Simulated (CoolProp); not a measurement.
Vapour-liquid equilibrium of CHF3 (R23) (1) + sulfur hexafluoride (2) at -0.35 °C; x and y are mole fractions of (1).

Model: multi-fluid Helmholtz-energy mixture model, Penoncello 2003 and Guder 2009; pair parameters Bell 2016, in CoolProp.

### Question
Give the bubble pressure and the first vapour's composition at x = 0.05, 0.2, 0.65. Is there an azeotrope?

### Answer
x = 0.05: 1437 kPa, y = 0.142; x = 0.2: 1861 kPa, y = 0.371; x = 0.65: 2450 kPa, y = 0.697. y crosses x between x = 0.8 and 0.875: the model has an azeotrope there.

The pair parameters rest on a limited set of measurements; away from them the model extrapolates.
